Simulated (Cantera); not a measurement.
## Sublimation and decomposition of ceramics: Al2O3 + H2

Charge: 1 mol Al2O3, 9.1 mol H2, held at 13.3 mbar.

Equilibrium computed with Cantera from the NASA thermochemical tables; the gas is ideal and each condensed phase is pure. Candidate condensed phases: Al, Al2O3, H2O; 19 gas species. The tables' values for AlOH are old estimates; treat these amounts as uncertain. Kinetics and transport are ignored.

From 1950 °C to 2050 °C the condensed part is Al2O3(s). From 2100 °C to 2250 °C the condensed part is Al2O3(l). The main Al-bearing gas is Al throughout. The share of Al in condensed phases is highest at 1950 °C (98.8 %) and lowest at 2250 °C (91.7 %).

```tsv
T (°C)	x H2	x H	x H2O	x Al	x Al2O	x AlOH	x OH	n Al2O3(s)	n Al2O3(l)
1950	0.941	0.0538	0.00320	0.00148	0.000431	0.000171	2.64e-5	0.988	0
2000	0.922	0.0699	0.00457	0.00209	0.000645	0.000254	5.37e-5	0.982	0
2050	0.900	0.0895	0.00639	0.00289	0.000943	0.000367	0.000106	0.975	0
2100	0.872	0.113	0.00854	0.00386	0.00127	0.000499	0.000196	0	0.965
2150	0.840	0.141	0.0112	0.00508	0.00168	0.000662	0.000353	0	0.953
2200	0.802	0.173	0.0143	0.00658	0.00218	0.000862	0.000619	0	0.937
2250	0.758	0.210	0.0179	0.00839	0.00277	0.00110	0.00106	0	0.917
```
x: gas mole fraction; n: condensed amount in mol.
